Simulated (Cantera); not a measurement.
A closed system holds: 1 mol PbO, 11 mol N₂, held at 1252 °C and 0.320 bar.

These are equilibrium values from Cantera (NASA tables, ideal gas, pure condensed phases), not measurements of a reactor. Candidate condensed phases: Pb, PbO, PbO₂, Pb₃O₄; 12 gas species. Gases not in the tables: (PbO)n polymers. Rates play no part.

Base state: N₂ 0.952, PbO 0.0377, Pb 0.00678, O₂ 0.00330, NO 0.000190 (mole fractions); condensed: PbO(l).

Question: What changes in the equilibrium state with this change: temperature from 1252 °C to 777 °C?

Answer: 
```
species             before    after
----------------  --------  -------
N₂                   0.952    1.000
PbO                 0.0377  4.63e-6
Pb                 0.00678  8.53e-7
O₂                 0.00330  3.86e-7
NO                0.000190  8.07e-8
PbO(l), mol          0.486        0
PbO(yellow), mol         0    1.000
```
